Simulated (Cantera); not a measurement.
What does this Cantera script print?

```python
import numpy as np
import cantera as ct

gas = ct.Solution("gri30.yaml")
gas.TPX = 625, 29000, {'H2': 1, 'O2': 0.278, 'N2': 1.04}
inlet = ct.Reservoir(gas, clone=True)
gas.equilibrate("HP")  # start burning
reactor = ct.IdealGasConstPressureReactor(gas, energy="on", clone=False)
exhaust = ct.Reservoir(gas, clone=True)
tau = [0.026, 0.011, 0.0051, 0.0023, 0.001, 0.00045, 0.0002, 8.8e-05, 3.9e-05, 1.7e-05][0]
for a, b in ((inlet, reactor), (reactor, exhaust)):
    ct.MassFlowController(a, b, mdot=lambda t: reactor.mass / tau)
net = ct.ReactorNet([reactor])
show = ['H2', 'O2', 'NO2', 'NO', 'OH', 'O', 'N2O']

rows = []
print(f"{'tau/s':>10s}{'T/K':>9s}" + "".join(f"{s:>11s}" for s in show))
for tau in [0.026, 0.011, 0.0051, 0.0023, 0.001, 0.00045, 0.0002, 8.8e-05, 3.9e-05, 1.7e-05]:
    net.initial_time = 0.0
    net.advance(30 * tau)
    before = gas.X
    net.advance(40 * tau)
    drift = np.max(np.abs(gas.X - before) / (gas.X + 1e-9))
    rows.append([gas.T, *gas[show].X, drift])
    print(f"{tau:10.3e}{gas.T:9.1f}" + "".join(f"{x:11.3e}" for x in gas[show].X))
```

Result:

```
     tau/s      T/K         H2         O2        NO2         NO         OH          O        N2O
 2.600e-02   2228.7  2.049e-01  2.592e-04  5.490e-10  9.609e-05  4.724e-03  4.057e-04  2.426e-09
 1.100e-02   2152.8  1.998e-01  4.864e-04  2.840e-10  5.932e-05  5.977e-03  7.530e-04  2.057e-09
 5.100e-03   2061.9  1.938e-01  8.319e-04  1.582e-10  3.821e-05  7.007e-03  1.251e-03  1.962e-09
 2.300e-03   1945.8  1.861e-01  1.386e-03  1.020e-10  2.626e-05  7.670e-03  1.959e-03  2.079e-09
 1.000e-03   1804.3  1.769e-01  2.259e-03  7.616e-11  1.829e-05  7.643e-03  2.821e-03  2.308e-09
 4.500e-04   1656.1  1.679e-01  3.600e-03  5.802e-11  1.185e-05  6.857e-03  3.608e-03  2.503e-09
 2.000e-04   1500.4  1.623e-01  6.389e-03  4.072e-11  6.590e-06  5.498e-03  4.266e-03  2.669e-09
 8.800e-05   1336.8  1.747e-01  1.507e-02  2.800e-11  3.024e-06  3.929e-03  4.924e-03  2.967e-09
 3.900e-05    625.0  4.314e-01  1.199e-01 -1.617e-22 -3.299e-21  8.011e-21  6.721e-20 -1.229e-23
 1.700e-05    625.0  4.314e-01  1.199e-01 -1.732e-26 -3.532e-25  4.274e-21  2.554e-20 -1.275e-27
```

Detailed kinetics in Cantera: GRI-Mech 3.0 (53 species, 325 reactions).
